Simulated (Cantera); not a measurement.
Input: 1 mol CaCO₃, 0.77 mol C, 0.85 mol H₂O, held at 100 Torr.

These are equilibrium values from Cantera (NASA tables, ideal gas, pure condensed phases), not measurements of a reactor. Candidate condensed phases: C, C₆H₆, C₇H₈, C₈H₁₈, Ca, CaCO₃, CaO, Ca(OH)₂, H₂O; 115 gas species. Equilibrium is a limit: real reactors are often held back by kinetics, nucleation or transport.

### Question
At 1123 K, list the 4 most abundant gas species with their mole fractions, and the condensed phases.

### Answer
CO 0.402, CO₂ 0.274, H₂ 0.186, H₂O 0.138. Condensed: CaO(s).
